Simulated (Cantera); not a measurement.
## Stirred combustor or abatement burner

A perfectly stirred reactor is fed with 20.1 % CO, 6.43 % H₂, 15.4 % O₂, 58.1 % N₂, at 4.93 atm; it is adiabatic with a 500 K inlet, and is followed from long to short residence time, starting on the burning branch (τ in s: 0.037, 0.016, 0.0068, 0.0029, 0.0013, 0.00054, 0.00023, 0.0001, 4.3e-05).

Detailed kinetics in Cantera: GRI-Mech 3.0 (53 species, 325 reactions). The hydrogen kinetics of GRI-Mech 3.0 are dated; newer H2 mechanisms differ, most at raised pressure.

```json
[
 {"τ (s)": "0.037", "T (K)": "2431", "x CO": "0.0155", "x H₂": "0.000848", "x O₂": "0.0286", "x H₂O₂": "1.63e-7", "x H₂O": "0.0704"},
 {"τ (s)": "0.016", "T (K)": "2427", "x CO": "0.0163", "x H₂": "0.000890", "x O₂": "0.0295", "x H₂O₂": "1.65e-7", "x H₂O": "0.0702"},
 {"τ (s)": "0.0068", "T (K)": "2417", "x CO": "0.0180", "x H₂": "0.000983", "x O₂": "0.0310", "x H₂O₂": "1.70e-7", "x H₂O": "0.0699"},
 {"τ (s)": "0.0029", "T (K)": "2392", "x CO": "0.0213", "x H₂": "0.00118", "x O₂": "0.0331", "x H₂O₂": "1.79e-7", "x H₂O": "0.0693"},
 {"τ (s)": "0.0013", "T (K)": "2349", "x CO": "0.0268", "x H₂": "0.00151", "x O₂": "0.0359", "x H₂O₂": "2.01e-7", "x H₂O": "0.0682"},
 {"τ (s)": "0.00054", "T (K)": "2275", "x CO": "0.0354", "x H₂": "0.00207", "x O₂": "0.0401", "x H₂O₂": "2.58e-7", "x H₂O": "0.0666"},
 {"τ (s)": "0.00023", "T (K)": "2180", "x CO": "0.0458", "x H₂": "0.00280", "x O₂": "0.0449", "x H₂O₂": "3.64e-7", "x H₂O": "0.0644"},
 {"τ (s)": "0.00010", "T (K)": "2065", "x CO": "0.0577", "x H₂": "0.00365", "x O₂": "0.0505", "x H₂O₂": "5.49e-7", "x H₂O": "0.0620"},
 {"τ (s)": "4.3e-5", "T (K)": "1920", "x CO": "0.0727", "x H₂": "0.00457", "x O₂": "0.0577", "x H₂O₂": "9.30e-7", "x H₂O": "0.0593"}
]
```
x: mole fraction; the columns are a selection and need not sum to one.
